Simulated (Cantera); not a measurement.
Cantera run, input and output.

```python
import numpy as np
import cantera as ct

gas = ct.Solution("h2o2.yaml")
gas.TPX = 1073, 1000000, {'H2': 1, 'O2': 1.32, 'N2': 15.8}
reactor = ct.IdealGasReactor(gas, energy="on", clone=False)
net = ct.ReactorNet([reactor])
net.rtol, net.atol = 1e-08, 1e-16
show = ['H2', 'O2', 'H2O', 'H', 'HO2', 'OH', 'O']
times = np.geomspace(2e-06, 0.1, 15)

steps = ct.SolutionArray(gas, extra=["t"])
rows = []
print(f"{'t/s':>10s}{'T/K':>9s}{'P/Pa':>11s}" + "".join(f"{s:>11s}" for s in show))
for t in times:
    while net.time < t:
        t_next = net.step()
        steps.append(gas.state, t=t_next)
    rows.append([np.interp(t, steps.t, y) for y in (steps.T, steps.P, *steps(*show).X.T)])
    print(f"{t:10.3e}{rows[-1][0]:9.1f}{rows[-1][1]:11.4g}" + "".join(f"{x:11.3e}" for x in rows[-1][2:]))
rate = np.gradient(steps.T, steps.t)
print("integrator steps:", len(steps.t))
if steps.T.max() > steps.T[0] + 200:
    print(f"time of steepest temperature rise: {steps.t[rate.argmax()]:.4e} s")
gas.TPX = 1073, 1000000, {'H2': 1, 'O2': 1.32, 'N2': 15.8}
gas.equilibrate("UV")
print(f"equilibrium (UV): T = {gas.T:.1f} K  " + "  ".join(f"{s} {gas[s].X[0]:.3e}" for s in show))
```

Output:

```
       t/s      T/K       P/Pa         H2         O2        H2O          H        HO2         OH          O
 2.000e-06   1073.0      1e+06  5.519e-02  7.285e-02  1.005e-10  6.114e-11  7.714e-10  7.737e-12  1.947e-11
 4.332e-06   1073.0      1e+06  5.519e-02  7.285e-02  2.996e-10  6.590e-11  1.839e-09  8.826e-12  2.291e-11
 9.382e-06   1073.0      1e+06  5.519e-02  7.285e-02  7.564e-10  6.722e-11  4.191e-09  9.057e-12  2.355e-11
 2.032e-05   1073.0      1e+06  5.519e-02  7.285e-02  1.772e-09  6.927e-11  9.315e-09  9.380e-12  2.426e-11
 4.401e-05   1073.0      1e+06  5.519e-02  7.285e-02  4.113e-09  7.417e-11  2.055e-08  1.026e-11  2.598e-11
 9.533e-05   1073.0      1e+06  5.519e-02  7.285e-02  1.008e-08  8.694e-11  4.575e-08  1.297e-11  3.044e-11
 2.065e-04   1073.0      1e+06  5.519e-02  7.285e-02  2.950e-08  1.248e-10  1.066e-07  2.245e-11  4.368e-11
 4.472e-04   1073.0      1e+06  5.519e-02  7.285e-02  1.250e-07  2.612e-10  2.884e-07  6.060e-11  9.146e-11
 9.686e-04   1073.0      1e+06  5.519e-02  7.285e-02  9.256e-07  1.035e-09  1.176e-06  2.929e-10  3.623e-10
 2.098e-03   1073.2      1e+06  5.516e-02  7.282e-02  2.190e-05  1.562e-08  9.898e-06  5.647e-09  5.438e-09
 4.544e-03   1148.1  1.066e+06  4.745e-02  6.889e-02  7.562e-03  5.347e-06  1.463e-04  2.870e-06  2.033e-06
 9.842e-03   1593.0  1.444e+06  4.254e-07  4.653e-02  5.673e-02  8.720e-09  1.718e-07  4.457e-05  7.614e-07
 2.132e-02   1593.0  1.444e+06  4.254e-07  4.653e-02  5.673e-02  8.720e-09  1.718e-07  4.457e-05  7.614e-07
 4.617e-02   1593.0  1.444e+06  4.254e-07  4.653e-02  5.673e-02  8.720e-09  1.718e-07  4.457e-05  7.614e-07
 1.000e-01   1593.0  1.444e+06  4.254e-07  4.653e-02  5.673e-02  8.720e-09  1.718e-07  4.457e-05  7.614e-07
integrator steps: 1232
time of steepest temperature rise: 4.6759e-03 s
equilibrium (UV): T = 1593.0 K  H2 4.254e-07  O2 4.653e-02  H2O 5.673e-02  H 8.720e-09  HO2 1.718e-07  OH 4.457e-05  O 7.614e-07
```

Model: the H2/O2 subset of GRI-Mech 3.0, which has no nitrogen chemistry, integrated in Cantera. The hydrogen kinetics of GRI-Mech 3.0 are dated; newer H2 mechanisms differ, most at raised pressure.
